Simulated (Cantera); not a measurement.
Source: NASA polynomial tables (part measured, part estimated), evaluated in Cantera. Values are per mole of reaction as written; species without (g) are pure solids or liquids, kept so even where they would boil at 1 bar. VN: taken at fixed stoichiometry.

O2(g) + 2 VN ⇌ 2 V + 2 NO(g), with ΔH° = 616.8 kJ and ΔS° = 199.7 J/K at 300 K.

How far is the shortcut ΔG° ≈ ΔH°(300 K) − T·ΔS°(300 K) from the full temperature-dependent value at 748, 848, 948, 1048, 1148, 1248 K?


| T (K) | shortcut (kJ) | full (kJ) | difference (kJ) | difference in log10 K |
|---|---|---|---|---|
| 748 | 467.5 | 468.5 | -1.0 | 0.07 |
| 848 | 447.5 | 449.2 | -1.7 | 0.10 |
| 948 | 427.5 | 430.0 | -2.5 | 0.14 |
| 1048 | 407.6 | 411.1 | -3.5 | 0.17 |
| 1148 | 387.6 | 392.2 | -4.6 | 0.21 |
| 1248 | 367.6 | 373.5 | -5.9 | 0.24 |
The shortcut ignores the heat-capacity change of the reaction.
